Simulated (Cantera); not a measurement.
**Equilibrium for silicon nitride deposition: SiCl₄ + N₂**

Input: 1 mol SiCl₄, 0.86 mol N₂, held at 39.0 mbar.

Equilibrium computed with Cantera from the NASA thermochemical tables; the gas is ideal and each condensed phase is pure. Candidate condensed phases: Si, Si₃N₄; 13 gas species. The tables' values for SiCl₃ are old estimates; treat these amounts as uncertain. Rates play no part.

From 752 °C to 1352 °C nothing is condensed. The main Si-bearing gas is SiCl₄ throughout.

```tsv
T (°C)	log p SiCl₄	log p N₂	log p Cl	log p SiCl₃	log p SiCl₂	log p Cl₂	log p SiCl
752	-1.68	-1.74	-6.99	-6.77	-10.55	-7.48	<-13
802	-1.68	-1.74	-6.51	-6.33	-9.77	-7.10	<-13
852	-1.68	-1.74	-6.07	-5.92	-9.07	-6.76	<-13
902	-1.68	-1.74	-5.66	-5.54	-8.41	-6.45	<-13
952	-1.68	-1.74	-5.30	-5.20	-7.81	-6.17	<-13
1002	-1.68	-1.74	-4.96	-4.88	-7.26	-5.91	<-13
1052	-1.68	-1.74	-4.65	-4.58	-6.75	-5.68	<-13
1102	-1.68	-1.74	-4.36	-4.31	-6.27	-5.46	<-13
1152	-1.68	-1.74	-4.09	-4.05	-5.83	-5.26	-13.11
1202	-1.68	-1.75	-3.84	-3.82	-5.42	-5.07	-12.33
1252	-1.69	-1.75	-3.61	-3.60	-5.04	-4.90	-11.62
1302	-1.69	-1.75	-3.39	-3.40	-4.68	-4.73	-10.95
1352	-1.70	-1.75	-3.19	-3.21	-4.35	-4.58	-10.32
```
log p: log10 of the partial pressure in bar; nothing condenses.
